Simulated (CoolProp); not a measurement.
n-octane along the isotherm 346.85 °C: fugacity coefficient from the reference equation and from simpler models built on Tc = 295.6 °C, pc = 2.484 MPa, ω = 0.398; each cubic takes its own stable root.

Values from CoolProp's reference Helmholtz-energy equation of state, Beckmüller 2019.

```
p (MPa)          phase  reference  van der Waals  Redlich-Kwong  Soave-Redlich-Kwong  Peng-Robinson
-------  -------------  ---------  -------------  -------------  -------------------  -------------
2.76     supercritical     0.7271         0.7348         0.7221               0.7433         0.7176
5.52     supercritical     0.5093         0.5103         0.5021               0.5413         0.5111
8.28     supercritical     0.4037         0.4260         0.4067               0.4448         0.4127
11       supercritical     0.3533         0.3926         0.3622               0.3993         0.3646
13.8     supercritical     0.3257         0.3812         0.3391               0.3757         0.3379
16.6     supercritical     0.3112         0.3831         0.3282               0.3652         0.3236
19.3     supercritical     0.3047         0.3936         0.3251               0.3629         0.3171
22.1     supercritical     0.3033         0.4115         0.3270               0.3661         0.3155
24.8     supercritical     0.3058         0.4347         0.3328               0.3734         0.3176
```
